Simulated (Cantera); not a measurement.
Charge: 1 mol borazine, 2.1 mol H2, 7.7 mol H2O, held at 12.0 Pa.

Cantera equilibrium calculation (NASA polynomials, part measured and part estimated; ideal gas, pure solids and liquids). Candidate condensed phases: B, BN, B2O3, B3O3H3, H2O; 39 gas species. The feed counts by its element totals alone. Equilibrium is a limit: real reactors are often held back by kinetics, nucleation or transport.

### Question
At 1700 K, list the 7 most abundant gas species with their mole fractions, and the condensed phases.

### Answer
H2 0.598, HBO2 0.161, H2O 0.121, N2 0.0944, B2O3 0.0128, H 0.0104, HBO 0.00129. Condensed: gas only.
